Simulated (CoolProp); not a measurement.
Vapour-liquid equilibrium of propane (1) + R134a (2) at -26.75 °C; x and y are mole fractions of (1).

Model: multi-fluid Helmholtz-energy mixture model, Lemmon 2009 and Tillner-Roth 1994; pair parameters Bell 2016, in CoolProp.

```tsv
x	bubble pressure (kPa)	y at the bubble point	dew pressure at overall composition x (kPa)	liquid density (mol/L)
0.05	146.5	0.348	103.2	13.41
0.15	200.3	0.549	114.7	13.21
0.25	222.6	0.611	128.9	13.03
0.35	231.0	0.635	146.8	12.88
0.45	233.9	0.646	170.1	12.76
0.55	235.2	0.654	200.6	12.68
0.65	236.0	0.666	234.6	12.64
0.75	235.2	0.691	228.6	12.63
0.85	229.2	0.745	213.3	12.66
0.95	209.9	0.871	197.7	12.72
```

y crosses x between x = 0.65 and 0.75: the model has an azeotrope there.

Pair parameters are fitted to limited data, so mixtures are less certain than the pure fluids. With so large a gap from Raoult's law the liquid may split in two, which this calculation doesn't test in full.
